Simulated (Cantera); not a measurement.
# Ammonia decomposition in nitride growth gas

An isothermal, constant-pressure homogeneous reactor starts with 69.0 % NH₃, 31.0 % N₂, at 2423 K and 743 Torr.

Cantera simulation using the gas-phase N/H chemistry of the illustrative SiF4/NH3 mechanism in the Surface Chemkin manual (1991); the numbers are that mechanism's predictions, not measurements. Walls and surfaces, which speed up NH3 decomposition in real reactors, are not modelled.

| t (s) | x NH₃ | x NH | x N₂H₂ | x N₂ | x H₂ | x N |
|---|---|---|---|---|---|---|
| 2.00e-5 | 0.671 | 9.38e-5 | 2.73e-5 | 0.310 | 0.0119 | 1.04e-6 |
| 5.40e-5 | 0.636 | 0.000118 | 2.78e-5 | 0.314 | 0.0425 | 3.09e-6 |
| 0.000146 | 0.556 | 0.000138 | 2.19e-5 | 0.324 | 0.115 | 6.81e-6 |
| 0.000394 | 0.397 | 0.000143 | 1.34e-5 | 0.342 | 0.257 | 1.08e-5 |
| 0.00106 | 0.181 | 0.000120 | 5.08e-6 | 0.366 | 0.448 | 1.34e-5 |
| 0.00287 | 0.0292 | 6.77e-5 | 6.77e-7 | 0.384 | 0.583 | 1.45e-5 |
| 0.00775 | 0.000262 | 7.37e-6 | 1.82e-9 | 0.385 | 0.602 | 5.52e-6 |
| 0.0209 | 2.56e-5 | 8.43e-7 | 2.75e-11 | 0.385 | 0.601 | 6.84e-7 |
| 0.0565 | 7.75e-6 | 2.56e-7 | 7.86e-12 | 0.385 | 0.601 | 2.07e-7 |
| 0.152 | 3.76e-6 | 1.24e-7 | 6.35e-12 | 0.385 | 0.601 | 1.01e-7 |
| 0.412 | 3.25e-6 | 1.07e-7 | 6.23e-12 | 0.385 | 0.601 | 8.70e-8 |
| 1.11 | 3.25e-6 | 1.07e-7 | 6.23e-12 | 0.385 | 0.601 | 8.69e-8 |
| 3.00 | 3.25e-6 | 1.07e-7 | 6.23e-12 | 0.385 | 0.601 | 8.69e-8 |
x: mole fraction; the columns are a selection and need not sum to one.

Equilibrium at this temperature and pressure: NH₃ 3.25e-6, NH 1.07e-7, N₂H₂ 6.23e-12, N₂ 0.385, H₂ 0.601, N 8.69e-8 (gas phase only).
